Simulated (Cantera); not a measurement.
N2O furnace oxynitridation

A perfectly stirred reactor is fed with N2O : O2 = 1 : 0.96 (molar parts), at 0.0691 atm; it is held at 1373 K, and followed from long to short residence time.

Detailed kinetics in Cantera: GRI-Mech 3.0 (53 species, 325 reactions). GRI-Mech 3.0 was tuned for natural gas; its chemistry of N2O as a main component is partial and can be far from experiment. The mechanism lacks the step 2 NO + O2 → 2 NO2, which can matter for NO2 below about 1400 K. The temperature is held fixed by assumption; the heat of reaction is taken as removed at once.

| τ (s) | x N2O | x O2 | x O | x N2 | x NO | x NO2 |
|---|---|---|---|---|---|---|
| 1.3 | 0.231 | 0.526 | 1.83e-5 | 0.202 | 0.0403 | 3.49e-5 |
| 0.59 | 0.329 | 0.513 | 1.85e-5 | 0.131 | 0.0264 | 2.21e-5 |
| 0.27 | 0.407 | 0.503 | 1.87e-5 | 0.0747 | 0.0151 | 1.20e-5 |
| 0.13 | 0.455 | 0.497 | 1.87e-5 | 0.0402 | 0.00811 | 6.01e-6 |
| 0.059 | 0.483 | 0.493 | 1.87e-5 | 0.0194 | 0.00392 | 2.49e-6 |
| 0.028 | 0.497 | 0.491 | 1.87e-5 | 0.00947 | 0.00191 | 9.46e-7 |
| 0.013 | 0.504 | 0.491 | 1.86e-5 | 0.00445 | 0.000896 | 2.99e-7 |
| 0.0060 | 0.507 | 0.490 | 1.85e-5 | 0.00206 | 0.000413 | 8.01e-8 |
| 0.0028 | 0.509 | 0.490 | 1.81e-5 | 0.000957 | 0.000190 | 1.94e-8 |
| 0.0013 | 0.510 | 0.490 | 1.74e-5 | 0.000437 | 8.49e-5 | 4.20e-9 |
| 0.00060 | 0.510 | 0.490 | 1.61e-5 | 0.000195 | 3.63e-5 | 8.13e-10 |
x: mole fraction; the columns are a selection and need not sum to one.
